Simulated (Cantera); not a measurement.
C2H6 + CO2 (carbon deposition, reforming and gasification)

Charge: 1 mol C2H6, 0.21 mol CO2, held at 1125 °C and 0.000100 bar.

Cantera equilibrium calculation (NASA polynomials, part measured and part estimated; ideal gas, pure solids and liquids). Candidate condensed phases: C, C6H6, C7H8, C8H18, H2O; 110 gas species. Rates play no part.

```
Property                Result
-------------------  ---------
x(H2)                    0.877
x(CO)                    0.123
x(H)                  0.000444
x(C2H2 (acetylene))    2.15e-6
n(C(graphite))        1.79 mol
gas amount           3.421 mol
```
